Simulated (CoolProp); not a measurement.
Vapour-liquid equilibrium of propylene (1) + R142b (2) at 52.35 °C; x and y are mole fractions of (1).

Model: multi-fluid Helmholtz-energy mixture model, Lemmon 2013 and Lemmon 2006; pair parameters Bell 2016, in CoolProp.

Problem. Give the bubble pressure and the first vapour's composition at x = 0.05, 0.35, 0.5. Is there an azeotrope?

Solution. x = 0.05: 0.7984 MPa, y = 0.122; x = 0.35: 1.248 MPa, y = 0.568; x = 0.5: 1.465 MPa, y = 0.696. No azeotrope shows between x = 0.05 and 0.95.

The pair parameters rest on a limited set of measurements; away from them the model extrapolates.
